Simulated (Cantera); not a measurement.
Input (Python, Cantera):

```python
import numpy as np
import cantera as ct

gas = ct.Solution("gri30.yaml", transport_model="multicomponent")
show = ['H', 'C2H2', 'O']

rows = []
print(f"{'T/K':>7s}{'rho':>11s}{'cp':>10s}{'mu':>11s}{'lambda':>11s}{'Pr':>7s}" + "".join(f"{'D_' + s:>11s}" for s in show))
for T in [400, 500, 600, 700, 800, 900, 1000]:
    gas.TPX = T, 4400, {'CH4': 0.31}
    Pr = gas.cp_mass * gas.viscosity / gas.thermal_conductivity
    D = [gas.mix_diff_coeffs_mole[gas.species_index(s)] for s in show]
    rows.append([gas.density, gas.cp_mass, gas.viscosity, gas.thermal_conductivity, Pr, *D])
    print(f"{T:7g}{gas.density:11.4e}{gas.cp_mass:10.1f}{gas.viscosity:11.4e}"
          f"{gas.thermal_conductivity:11.4e}{Pr:7.3f}" + "".join(f"{d:11.4e}" for d in D))
print("SI units: kg/m3, J/kg/K, Pa s, W/m/K, m2/s")
```

Result:

```
    T/K        rho        cp         mu     lambda     Pr        D_H     D_C2H2        D_O
    400 2.1225e-02    2526.4 1.4442e-05 5.0839e-02  0.718 4.3220e-03 6.9051e-04 1.2781e-03
    500 1.6980e-02    2898.1 1.7084e-05 6.8613e-02  0.722 6.4043e-03 1.0301e-03 1.8774e-03
    600 1.4150e-02    3286.8 1.9486e-05 8.8384e-02  0.725 8.7860e-03 1.4196e-03 2.5612e-03
    700 1.2128e-02    3655.8 2.1710e-05 1.0922e-01  0.727 1.1446e-02 1.8553e-03 3.3238e-03
    800 1.0612e-02    3989.2 2.3796e-05 1.3039e-01  0.728 1.4368e-02 2.3345e-03 4.1609e-03
    900 9.4333e-03    4291.7 2.5773e-05 1.5175e-01  0.729 1.7538e-02 2.8547e-03 5.0689e-03
   1000 8.4899e-03    4588.7 2.7658e-05 1.7396e-01  0.730 2.0947e-02 3.4141e-03 6.0449e-03
SI units: kg/m3, J/kg/K, Pa s, W/m/K, m2/s
```

Model: GRI-Mech 3.0 (53 species, 325 reactions), integrated in Cantera.
